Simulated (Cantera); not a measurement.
Feed: 1 mol Si2H6, 0.33 mol O3, at 750 Torr.

Method: chemical equilibrium by Gibbs-energy minimisation in Cantera with the NASA 1993 tables (ideal gas, pure condensed phases). Candidate condensed phases: H2O, Si, SiO2; 18 gas species. The feed counts by its element totals alone. Mutual solubility and eutectic melting of coexisting phases are not modelled. The tables hold silica as quartz up to 1696 K and as liquid above; real silica turns to tridymite and cristobalite and melts near 1996 K. Rates play no part.

Task: At 1573 K, list the 3 most abundant gas species with their mole fractions, and the condensed phases.

Result: H2 0.998, SiO 0.00184, H 4.06e-5. Condensed: Si(s) + SiO2(β-quartz).
